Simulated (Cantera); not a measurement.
Mixture: CH4 : CO : O2 : N2 = 1 : 0.5 : 1.73 : 8.13 (molar parts), at 1.01 bar, adiabatic and at constant volume. Ignition delay is the time to a rise of 400 K.

Model: GRI-Mech 3.0 (53 species, 325 reactions), integrated in Cantera.

Q: Predict: delay at 1275 K; delay at 1325 K; delay at 1375 K; delay at 1425 K; delay at 1475 K; delay at 1525 K; delay at 1575 K; apparent activation energy between 1475 and 1575 K.

A: 
```json
{
 "delay at 1275 K": "26.1 ms",
 "delay at 1325 K": "13.0 ms",
 "delay at 1375 K": "6.69 ms",
 "delay at 1425 K": "3.58 ms",
 "delay at 1475 K": "2.00 ms",
 "delay at 1525 K": "1.17 ms",
 "delay at 1575 K": "0.715 ms",
 "apparent activation energy between 1475 and 1575 K": "200 kJ/mol"
}
```
